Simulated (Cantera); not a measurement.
Input: 1 mol Pb, 9.1 mol H2, 1 mol N2, equilibrated at 88.0 Pa.

Equilibrium computed with Cantera from the NASA thermochemical tables; the gas is ideal and each condensed phase is pure. Candidate condensed phases: Pb; 11 gas species. Kinetics and transport are ignored.

x: gas mole fraction; n: condensed amount in mol.

```
T (K)   x H2    x N2        x Pb         x H       x NH3  n Pb(s)  n Pb(l)
-----  -----  ------  ----------  ----------  ----------  -------  -------
450    0.901  0.0989      <1e-12      <1e-12    0.000282     1.00        0
550    0.901  0.0990  (withheld)      <1e-12  (withheld)     1.00        0
650    0.901  0.0990     1.06e-7      <1e-12     4.43e-6        0    1.000
750    0.901  0.0990     1.08e-5    1.01e-11     1.21e-6        0    1.000
850    0.901  0.0990    0.000362    6.56e-10     4.39e-7        0    0.996
950    0.896  0.0984     0.00572     1.78e-8     1.93e-7        0    0.942
1050   0.853  0.0938      0.0529     2.53e-7     9.01e-8        0    0.436
1150   0.820  0.0901      0.0901     2.28e-6     4.78e-8        0        0
1250   0.820  0.0901      0.0901  (withheld)  (withheld)        0        0
1350   0.820  0.0901      0.0901     7.27e-5     2.01e-8        0        0
1450   0.820  0.0901      0.0901    0.000289     1.42e-8        0        0
```

Some entries are withheld; supply them.


- 550, x Pb: 1.73e-10
- 550, x NH3: 2.50e-5
- 1250, x H: 1.48e-5
- 1250, x NH3: 2.99e-8
